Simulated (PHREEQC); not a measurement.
Make-up at 25 °C: 0.29 mol/kgw HF, 0.26 mol/kgw NH4F and 0.028 mol/kgw (NH4)2SiF6. Closed to the air; pH follows from the charge balance.

Equilibrium calculation in PHREEQC: ion-association model, phreeqc.dat.

| quantity | before | after |
|---|---|---|
| pH | 2.89 | 3.03 |
| HF (mol/kgw) | 0.182 | 0.0486 |
| F- (mol/kgw) | 0.155 | 0.0448 |
| HF2- (mol/kgw) | 0.106 | 0.00833 |
| NH3 (mol/kgw) | 8.17e-8 | 2.94e-8 |
| SI of Quartz (SiO2) | -10.87 | -7.99 |

### Question
What was changed between the two runs?
(A) diluted 5-fold with water
(B) HF from 0.29 to 0.319 mol/kgw
(C) diluted 100-fold with water
(D) temperature from 25 to 30 °C
(E) NH4F left out

### Answer
A, diluted 5-fold with water

No solid was allowed to form. SiF6-2 is the database's only silicon fluoride.
